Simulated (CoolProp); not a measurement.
Properties of R114 along the isobar 0.561 MPa.

The numbers come from the reference Helmholtz-energy equation of state, Platzer 1990 in CoolProp. This equation is an older, rougher fit.

```
T (°C)  phase       Z  cp (kJ/(kg K))  cv (kJ/(kg K))  speed of sound (m/s)  Joule-Thomson coefficient (K/MPa)  isothermal compressibility (1/MPa)
------  -----  ------  --------------  --------------  --------------------  ---------------------------------  ----------------------------------
64.15     gas  0.8685          0.7921          0.7011                 116.7                              19.10                               2.106
72.95     gas  0.8810          0.7919          0.7070                 119.8                              17.17                               2.063
81.85     gas  0.8918          0.7935          0.7133                 122.7                              15.57                               2.029
90.75     gas  0.9012          0.7964          0.7200                 125.4                              14.24                               2.001
99.65     gas  0.9095          0.8002          0.7268                 127.9                              13.12                               1.978
108.55    gas  0.9168          0.8046          0.7337                 130.4                              12.15                               1.959
117.45    gas  0.9233          0.8095          0.7406                 132.7                              11.32                               1.942
126.35    gas  0.9291          0.8146          0.7474                 134.9                              10.59                               1.928
135.25    gas  0.9344          0.8200          0.7543                 137.1                              9.943                               1.915
144.15    gas  0.9392          0.8255          0.7610                 139.1                              9.368                               1.904
```
